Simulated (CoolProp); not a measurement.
The numbers come from the reference Helmholtz-energy equation of state, Zhou 2014 in CoolProp.

Q: Give the vapour pressure (MPa), vapour density (kg/m³), liquid cp (kJ/(kg K)), surface tension (mN/m) of saturated cyclohexane at 477.3, 520.6 K.

A: 
```
T (K)  p (MPa)  vapour density (kg/m³)  liquid cp (kJ/(kg K))  surface tension (mN/m)
-----  -------  ----------------------  ---------------------  ----------------------
477.3     1.44                    40.4                   2.91                    5.31
520.6     2.67                    86.8                   3.59                    1.84
```

Surface tension comes from a separate correlation (Mulero 2012).
